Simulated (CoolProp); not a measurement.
R13 at several states: fugacity coefficient from the reference equation and from simpler models built on Tc = 303.0 K, pc = 3.973 MPa, ω = 0.175; each cubic takes its own stable root.

The numbers come from the reference Helmholtz-energy equation of state, Platzer 1990 in CoolProp. This equation is an older, rougher fit; its heat capacities, sound speeds and derivatives of the liquid may be far off and weren't checked against measurements.

```tsv
T (K)	p (MPa)	phase	reference	van der Waals	Redlich-Kwong	Soave-Redlich-Kwong	Peng-Robinson
355.2	1.77	gas	0.9139	0.9117	0.9075	0.9135	0.9007
375.1	12.3	supercritical	0.6008	0.5625	0.5793	0.6216	0.5810
310.6	0.0123	gas	0.9990	0.9991	0.9990	0.9990	0.9989
280.4	2.99	liquid	0.5992	0.7152	0.6349	0.6101	0.5912
```
